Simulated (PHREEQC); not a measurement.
1 kg of water holding 0.017 mol/kgw KCl, 0.09 mol/kgw K2SO4 and 0.066 mol/kgw KHCO3 is evaporated at 30 °C; the solids stay in contact with the brine. CO2 is held at log p = -3.4 (atm). Only these solids could form: Arcanite, Kalicinite, Misenite, Sylvite.

Equilibrium calculation in PHREEQC: Pitzer model, pitzer.dat.

Task: Predict ionic strength at water left (kg) = 0.5556, 0.4567, 0.3754, 0.2538, 0.0955.

Result: 
```json
[
 {"water left (kg)": "0.5556", "ionic strength": "0.673"},
 {"water left (kg)": "0.4567", "ionic strength": "0.820"},
 {"water left (kg)": "0.3754", "ionic strength": "1.00"},
 {"water left (kg)": "0.2538", "ionic strength": "1.49"},
 {"water left (kg)": "0.0955", "ionic strength": "2.45"}
]
```
